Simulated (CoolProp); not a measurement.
Properties of n-pentane along the isobar 841 kPa.

The numbers come from the reference Helmholtz-energy equation of state, Thol 2019 in CoolProp.

```
T (K)   phase  isothermal compressibility (1/MPa)  Prandtl number
-----  ------  ----------------------------------  --------------
284.9  liquid                            0.001819            3.99
290.6  liquid                            0.001932            3.88
296.2  liquid                            0.002052            3.77
301.9  liquid                            0.002186            3.67
307.6  liquid                            0.002333            3.58
313.2  liquid                            0.002490            3.48
318.9  liquid                            0.002667            3.39
324.6  liquid                            0.002863            3.31
330.2  liquid                            0.003076            3.22
335.9  liquid                            0.003318            3.14
341.6  liquid                            0.003590            3.06
347.2  liquid                            0.003890            2.99
352.9  liquid                            0.004237            2.91
358.6  liquid                            0.004633            2.84
364.2  liquid                            0.005080            2.76
369.9  liquid                            0.005609            2.69
```

Viscosity comes from a separate model (Quiñones-Cisneros 2006), older than the equation that it now runs on, and unchecked against measurements. Thermal conductivity comes from a separate model (Vassiliou 2015).
